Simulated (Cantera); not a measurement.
A perfectly stirred reactor is fed with CO : H2 : O2 : N2 = 1 : 0.39 : 1.51 : 5.68 (molar parts), equivalence ratio 0.46, at 10.0 bar; it is adiabatic with a 525 K inlet, and is followed from long to short residence time, starting on the burning branch (τ in s: 0.3, 0.11, 0.038, 0.013, 0.0048, 0.0017, 0.0006, 0.00021, 7.6e-05, 2.7e-05, 9.6e-06, 3.4e-06).

Model: GRI-Mech 3.0 (53 species, 325 reactions), integrated in Cantera. The hydrogen kinetics of GRI-Mech 3.0 are dated; newer H2 mechanisms differ, most at raised pressure.

Question: What does this change do: 0.18 parts CO2 added?

Answer: 
| quantity | before | after |
|---|---|---|
| blow-out, bracketed by the residence times tried | burning at 0.210 ms, out at 76.0 µs | burning at 0.210 ms, out at 76.0 µs |
| x(CO) at τ = 0.300 s | 9.24e-5 | 9.65e-5 |
| x(H2) at τ = 0.300 s | 5.89e-6 | 5.17e-6 |
| x(O2) at τ = 0.300 s | 0.103 | 0.101 |
| x(N2O) at τ = 0.300 s | 6.58e-7 | 6.21e-7 |
| x(O) at τ = 0.300 s | 2.09e-5 | 1.59e-5 |
| x(CO) at τ = 0.600 ms | 0.00628 | 0.00703 |
| x(H2) at τ = 0.600 ms | 0.000254 | 0.000268 |
| x(O2) at τ = 0.600 ms | 0.106 | 0.104 |
| x(N2O) at τ = 0.600 ms | 5.11e-6 | 5.07e-6 |
| x(O) at τ = 0.600 ms | 0.000517 | 0.000465 |

Question: What does this change do: CO 1 to 1.5 parts?

Answer: 
```tsv
quantity	before	after
blow-out, bracketed by the residence times tried	burning at 0.210 ms, out at 76.0 µs	burning at 27.0 µs, out at 9.60 µs
x(CO) at τ = 0.300 s	9.24e-5	0.00106
x(H2) at τ = 0.300 s	5.89e-6	5.24e-5
x(O2) at τ = 0.300 s	0.103	0.0673
x(N2O) at τ = 0.300 s	6.58e-7	1.02e-6
x(O) at τ = 0.300 s	2.09e-5	0.000175
x(CO) at τ = 0.600 ms	0.00628	0.00923
x(H2) at τ = 0.600 ms	0.000254	0.000357
x(O2) at τ = 0.600 ms	0.106	0.0726
x(N2O) at τ = 0.600 ms	5.11e-6	3.27e-6
x(O) at τ = 0.600 ms	0.000517	0.00105
```
